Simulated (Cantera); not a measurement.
## Thermodynamics of sublimation and decomposition of ceramics, feed Al₂O₃ + N₂

Charge: 1 mol Al₂O₃, 1.3 mol N₂, at 1.60 Pa.

These are equilibrium values from Cantera (NASA tables, ideal gas, pure condensed phases), not measurements of a reactor. Candidate condensed phases: Al, AlN, Al₂O₃; 16 gas species. The numbers say what is thermodynamically allowed, not how fast it happens.

From 1873 K to 2323 K the condensed part is Al₂O₃(s). The main Al-bearing gas is Al throughout.

```json
[
 {"T (K)": "1873", "log p N₂": "-4.80", "log p O": "-9.23", "log p Al": "-9.34", "log p AlO": "-10.28", "log p Al₂O": "-11.23", "n Al₂O₃(s)": "1.000"},
 {"T (K)": "1923", "log p N₂": "-4.80", "log p O": "-8.78", "log p Al": "-8.91", "log p AlO": "-9.77", "log p Al₂O": "-10.69", "n Al₂O₃(s)": "1.000"},
 {"T (K)": "1973", "log p N₂": "-4.80", "log p O": "-8.35", "log p Al": "-8.50", "log p AlO": "-9.29", "log p Al₂O": "-10.17", "n Al₂O₃(s)": "1.000"},
 {"T (K)": "2023", "log p N₂": "-4.80", "log p O": "-7.95", "log p Al": "-8.11", "log p AlO": "-8.84", "log p Al₂O": "-9.68", "n Al₂O₃(s)": "1.000"},
 {"T (K)": "2073", "log p N₂": "-4.80", "log p O": "-7.56", "log p Al": "-7.73", "log p AlO": "-8.40", "log p Al₂O": "-9.21", "n Al₂O₃(s)": "0.999"},
 {"T (K)": "2123", "log p N₂": "-4.80", "log p O": "-7.19", "log p Al": "-7.38", "log p AlO": "-7.99", "log p Al₂O": "-8.76", "n Al₂O₃(s)": "0.998"},
 {"T (K)": "2173", "log p N₂": "-4.80", "log p O": "-6.84", "log p Al": "-7.04", "log p AlO": "-7.59", "log p Al₂O": "-8.33", "n Al₂O₃(s)": "0.995"},
 {"T (K)": "2223", "log p N₂": "-4.81", "log p O": "-6.51", "log p Al": "-6.72", "log p AlO": "-7.21", "log p Al₂O": "-7.93", "n Al₂O₃(s)": "0.988"},
 {"T (K)": "2273", "log p N₂": "-4.83", "log p O": "-6.19", "log p Al": "-6.41", "log p AlO": "-6.85", "log p Al₂O": "-7.54", "n Al₂O₃(s)": "0.974"},
 {"T (K)": "2323", "log p N₂": "-4.87", "log p O": "-5.89", "log p Al": "-6.12", "log p AlO": "-6.51", "log p Al₂O": "-7.17", "n Al₂O₃(s)": "0.942"}
]
```
log p: log10 of the partial pressure in bar; n: condensed amount in mol.
